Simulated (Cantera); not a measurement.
Input: 1 mol MgO, 77 mol HCl, 0.075 mol O2, held at 0.698 Torr.

Equilibrium computed with Cantera from the NASA thermochemical tables; the gas is ideal and each condensed phase is pure. Candidate condensed phases: H2O, Mg, MgCl2, MgO, Mg(OH)2; 22 gas species. Equilibrium is a limit: real reactors are often held back by kinetics, nucleation or transport.

At 1450 K, list the 5 most abundant gas species with their mole fractions, and the condensed phases.

HCl 0.964, H2O 0.0149, MgCl2 0.0129, Cl 0.00658, H2 0.00137. Condensed: gas only.
